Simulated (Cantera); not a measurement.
Input (Python, Cantera) and output of one run.

```python
import numpy as np
import cantera as ct

gas_names = [...]  # 109 gases of nasa_gas.yaml made of C, Cl, H, Si
cond_names = """
    C(gr) C6H6(L) C7H8(L) C8H18(L),n-octa Si(cr) Si(L) SiC(b)
""".split()


# ... load() reads the species with a 1 bar reference pressure and builds the phases ...
atoms = {
    'SiCl4': {'Si': 1, 'CL': 4},
    'CH4': {'C': 1, 'H': 4},
    'H2': {'H': 2},
}
top_T = {'C(gr)': 4500, 'SiC(b)': 3050}  # K; cautious upper limits of use, not melting points


# ... equilibrate(T, P, feed) seeds the gas with the atoms and calls Mixture.equilibrate('TP', solver="vcs", rtol=1e-11, max_steps=5000) ...
results = []
T = 2575  # K
P = 37000  # Pa
for m in [15, 25, 40, 66, 110, 170, 280, 460, 750, 1200]:
    feed = {'SiCl4': 1, 'CH4': 0.14, 'H2': m}  # mol
    mix = equilibrate(T, P, feed)
    results.append((T, P, feed, dict(zip(mix.species_names, mix.species_moles))))

top = {s: max(r[3][s] / sum(r[3][g] for g in gas_names) for r in results) for s in gas_names}
cols = sorted((s for s in top if top[s] > 1e-05), key=lambda s: -top[s])[:8]
seen = [c for c in cond_names if any(r[3].get(c, 0) > 1e-12 for r in results)]
print("log10 of partial pressures in bar; condensed amounts in mol")
print(f"{'n(H2)':>10s}" + "".join(f"{s[:9]:>10s}" for s in cols + seen))
for T, P, feed, n in results:
    ng = sum(n[g] for g in gas_names)
    print(f"{feed['H2']:10.4g}" + "".join(f"{np.log10(max(n[s] / ng * P / 1e5, 1e-99)):10.3f}" for s in cols)
          + "".join(f"{n.get(c, 0):10.4g}" for c in seen))
```

It prints:

```
log10 of partial pressures in bar; condensed amounts in mol
     n(H2)        H2       HCL         H     SiCL2        Si        CL      SiCL      Si2C
        15    -0.564    -1.249    -1.743    -1.991    -2.287    -2.581    -2.719    -3.082
        25    -0.528    -1.400    -1.724    -2.353    -2.311    -2.750    -2.911    -3.244
        40    -0.504    -1.553    -1.713    -2.749    -2.378    -2.914    -3.143    -3.467
        66    -0.487    -1.732    -1.704    -3.240    -2.493    -3.102    -3.446    -3.779
       110    -0.476    -1.930    -1.698    -3.803    -2.650    -3.306    -3.806    -4.171
       170    -0.469    -2.107    -1.695    -4.320    -2.804    -3.486    -4.142    -4.555
       280    -0.464    -2.316    -1.693    -4.936    -2.998    -3.698    -4.547    -5.035
       460    -0.461    -2.528    -1.691    -5.565    -3.201    -3.911    -4.963    -5.540
       750    -0.459    -2.738    -1.690    -6.192    -3.406    -4.122    -5.379    -6.053
      1200    -0.458    -2.941    -1.690    -6.800    -3.607    -4.325    -5.783    -6.555
```

Cantera equilibrium calculation (NASA polynomials, part measured and part estimated; ideal gas, pure solids and liquids). The tables' values for SiCl, SiCl3 are old estimates; treat these amounts as uncertain. Gases not in the tables: Si2H6 and higher silanes.
